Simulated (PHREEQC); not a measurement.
A column of 0.2 m (30 cells, dispersivity 0.01 m, 720 s a shift, diffusion coefficient 3e-10 m²/s) holds 0.0086 eq of the database's cation exchanger X per kg of pore water, first in equilibrium with 0.0077 mol SrCl2, 0.061 mol NaCl and 1e-05 mol HCl per kg of water. It is flushed with 0.0011 mol/kgw LiCl, 0.0015 mol/kgw CdCl2 and 1e-05 mol/kgw HCl, at 15 °C. Values are for the last cell. No CO2 enters from the air. No solid was allowed to form.

Equilibrium calculation in PHREEQC: ion-association model, phreeqc.dat.

```tsv
pore volumes	Na in solution (mol/kgw)	Cd in solution (mol/kgw)	Li in solution (mol/kgw)	Sr in solution (mol/kgw)	Cl in solution (mol/kgw)	CdX2 on the exchanger (mol/kgw)	LiX on the exchanger (mol/kgw)
0	0.0610	0	0	0.00770	0.0764	0	0
0.7167	0.0508	6.95e-5	0.000167	0.00614	0.0634	8.41e-6	4.82e-6
1.417	0.00785	8.08e-5	0.000914	0.00126	0.0115	0.000121	6.21e-5
2.117	0.000550	0.000216	0.00109	0.00118	0.00445	0.000446	7.59e-5
2.817	2.81e-5	0.000501	0.00110	0.000992	0.00412	0.00106	7.67e-5
3.517	1.30e-6	0.000769	0.00110	0.000732	0.00411	0.00174	7.93e-5
4.217	5.79e-8	0.000981	0.00110	0.000520	0.00411	0.00236	8.18e-5
4.917	2.55e-9	0.00114	0.00110	0.000361	0.00411	0.00288	8.37e-5
5.617	1.11e-10	0.00126	0.00110	0.000245	0.00411	0.00329	8.52e-5
6.317	4.86e-12	0.00134	0.00110	0.000163	0.00411	0.00359	8.63e-5
7.017	2.11e-13	0.00139	0.00110	0.000107	0.00411	0.00382	8.71e-5
```
